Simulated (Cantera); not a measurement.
Feed: 1 mol (CH₃)₂SiCl₂, 450 mol H₂, equilibrated at 1877 °C and 1330 Pa.

These are equilibrium values from Cantera (NASA tables, ideal gas, pure condensed phases), not measurements of a reactor. Candidate condensed phases: C, C₆H₆, C₇H₈, C₈H₁₈, Si, SiC; 109 gas species. The feed counts by its element totals alone. The tables' values for SiCl are old estimates; treat these amounts as uncertain. Gases not in the tables: Si₂H₆ and higher silanes. Rates play no part.

Base state: H₂ 0.956, H 0.0357, HCl 0.00419, C₂H₂ (acetylene) 0.00185, Si 0.00155, SiC₂ 0.000122, Cl 0.000114, SiH 8.53e-5 (mole fractions); condensed: C(graphite) + SiC(s).

Problem. What changes in the equilibrium state with this change: temperature from 1877 °C to 1775 °C?

Solution. 
| species | before | after |
|---|---|---|
| H₂ | 0.956 | 0.975 |
| H | 0.0357 | 0.0192 |
| HCl | 0.00419 | 0.00429 |
| Si | 0.00155 | 0.000370 |
| SiC₂ | 0.000122 | 1.91e-5 |
| Si₂C | 7.61e-5 | 1.24e-5 |
| SiH | 8.53e-5 | 2.57e-5 |
| SiCl | 1.16e-5 | 4.40e-6 |
| SiH₂ | 2.06e-5 | 8.82e-6 |
| C(graphite), mol | 0.0286 | 0.243 |
| SiC(s), mol | 0.0990 | 0.791 |
